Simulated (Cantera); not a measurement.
What does this Cantera script print?

```python
import numpy as np
import cantera as ct

gas_names = """
    H HO2 H2 H2O H2O2 O OH O2 O3 V VO VO2
""".split()
cond_names = """
    H2O(s) H2O(L) V(cr) V(L) VO(s) VO(L) V2O3(s) V2O3(L) V2O4(I) V2O4(II) V2O4(L) V2O5(s) V2O5(L)
""".split()


# ... load() reads the species with a 1 bar reference pressure and builds the phases ...
atoms = {
    'V': {'V': 1},
    'H2O': {'H': 2, 'O': 1},
    'H2': {'H': 2},
}
top_T = {}  # K; cautious upper limits of use, not melting points


# ... equilibrate(T, P, feed) seeds the gas with the atoms and calls Mixture.equilibrate('TP', solver="vcs", rtol=1e-11, max_steps=5000) ...
results = []
T = 2550  # K
P = 13000  # Pa
for m in [6.6, 8, 9.7, 12, 14, 17, 21, 25, 31, 37, 45, 54, 66]:
    feed = {'V': 1, 'H2O': 15, 'H2': m}  # mol
    mix = equilibrate(T, P, feed)
    results.append((T, P, feed, dict(zip(mix.species_names, mix.species_moles))))

top = {s: max(r[3][s] / sum(r[3][g] for g in gas_names) for r in results) for s in gas_names}
cols = sorted((s for s in top if top[s] > 0.001), key=lambda s: -top[s])[:6]
seen = [c for c in cond_names if any(r[3].get(c, 0) > 1e-12 for r in results)]
print("log10 of partial pressures in bar; condensed amounts in mol")
print(f"{'n(H2)':>10s}" + "".join(f"{s[:9]:>10s}" for s in cols + seen))
for T, P, feed, n in results:
    ng = sum(n[g] for g in gas_names)
    print(f"{feed['H2']:10.4g}" + "".join(f"{np.log10(max(n[s] / ng * P / 1e5, 1e-99)):10.3f}" for s in cols)
          + "".join(f"{n.get(c, 0):10.4g}" for c in seen))
```

Result:

```
log10 of partial pressures in bar; condensed amounts in mol
     n(H2)        H2       H2O         H       VO2        OH         O
       6.6    -1.339    -1.159    -2.175    -2.261    -2.654    -3.676
         8    -1.301    -1.184    -2.156    -2.288    -2.698    -3.739
       9.7    -1.264    -1.212    -2.138    -2.319    -2.746    -3.805
        12    -1.224    -1.249    -2.118    -2.357    -2.802    -3.881
        14    -1.196    -1.278    -2.104    -2.388    -2.845    -3.938
        17    -1.163    -1.319    -2.088    -2.432    -2.902    -4.012
        21    -1.130    -1.368    -2.071    -2.484    -2.968    -4.094
        25    -1.105    -1.412    -2.059    -2.530    -3.024    -4.163
        31    -1.078    -1.471    -2.045    -2.593    -3.097    -4.250
        37    -1.057    -1.523    -2.035    -2.649    -3.159    -4.322
        45    -1.037    -1.583    -2.025    -2.714    -3.230    -4.402
        54    -1.021    -1.643    -2.016    -2.779    -3.297    -4.478
        66    -1.005    -1.711    -2.009    -2.854    -3.373    -4.562
```

Method: chemical equilibrium by Gibbs-energy minimisation in Cantera with the NASA 1993 tables (ideal gas, pure condensed phases).
